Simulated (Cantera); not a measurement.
**Silicon oxide and oxynitride deposition: SiH₄ + O₂ + H₂**

A closed system holds: 1 mol SiH₄, 0.19 mol O₂, 58 mol H₂, held at 0.195 Torr.

These are equilibrium values from Cantera (NASA tables, ideal gas, pure condensed phases), not measurements of a reactor. Candidate condensed phases: H₂O, Si, SiO₂; 18 gas species. Gases not in the tables: Si₂H₆ and higher silanes. The numbers say what is thermodynamically allowed, not how fast it happens.

```csv
T (K),log p H₂,log p H,log p Si,log p SiO,log p SiH,log p Si₂,n Si(s),n Si(l)
1450,-3.59,-6.82,-8.51,-5.79,-9.71,-11.57,0.619,0
1500,-3.59,-6.55,-7.98,-5.79,-9.27,-10.87,0.617,0
1550,-3.59,-6.30,-7.48,-5.79,-8.85,-10.22,0.612,0
1600,-3.59,-6.06,-7.01,-5.79,-8.47,-9.61,0.596,0
1650,-3.59,-5.84,-6.57,-5.79,-8.11,-9.04,0.555,0
1700,-3.59,-5.63,-6.17,-5.79,-7.78,-8.53,0,0.455
1750,-3.60,-5.43,-5.82,-5.79,-7.50,-8.11,0,0.253
1800,-3.60,-5.25,-5.60,-5.80,-7.34,-7.91,0,0
1850,-3.61,-5.07,-5.60,-5.80,-7.40,-8.15,0,0
1900,-3.61,-4.91,-5.60,-5.80,-7.46,-8.39,0,0
1950,-3.62,-4.75,-5.60,-5.81,-7.53,-8.61,0,0
2000,-3.64,-4.61,-5.60,-5.81,-7.59,-8.83,0,0
```
log p: log10 of the partial pressure in bar; n: condensed amount in mol.

From 1450 K to 1650 K the condensed part is Si(s). From 1700 K to 1750 K the condensed part is Si(l). From 1800 K to 2000 K nothing is condensed. The main Si-bearing gas is SiO at 1450 K and Si at 2000 K.
